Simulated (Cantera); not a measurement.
Charge: 1 mol c-C4F8, 0.013 mol F2, 0.55 mol H2, equilibrated at 3450 K.

These are equilibrium values from Cantera (NASA tables, ideal gas, pure condensed phases), not measurements of a reactor. Candidate condensed phases: C, C6H6, C7H8, C8H18; 95 gas species. The feed counts by its element totals alone. Gases not in the tables: C2F6 and larger saturated fluorocarbons. Rates play no part.

Which condensed phases are stable at each of these points (P (Pa)): 1, 5.20, 27, 140, 720, 3700, 19000, 100000?


```csv
P (Pa),condensed phases,C condensed (%)
1,gas only,0.0
5.20,gas only,0.0
27,gas only,0.0
140,gas only,0.0
720,gas only,0.0
3700,gas only,0.0
19000,gas only,0.0
100000,C(graphite),31.6
```

From 1.00 Pa to 0.190 bar nothing is condensed. At 1.00 bar the condensed part is C(graphite).
